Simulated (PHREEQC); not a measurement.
A PHREEQC input (ion-association model, wateq4f.dat):

```
SOLUTION 1
  temp 25
  units mgL
  pH 5.85
  pe 9.2
  Na 0.0808
  K 0.0708
  Ca 0.472
  Mg 0.0524
  Cl 0.0757
  S(6) 0.826 as SO4
  Alkalinity 0.834 as HCO3
  F 0.0142
  O(0) 0.0274
  Cd 0.004
END
USE solution 1
EQUILIBRIUM_PHASES 1
  Fluorite 0 0
  CO2(g) -2 10
END
```

It stops with these messages:

```
ERROR: Calculations terminating due to input errors.
```

The fault: a unit that the program doesn't know. The line should read `units mg/L` where the input has `units mgL`. With the mend the run ends at pH 5.14 and ionic strength 6.33e-5 mol/kgw.
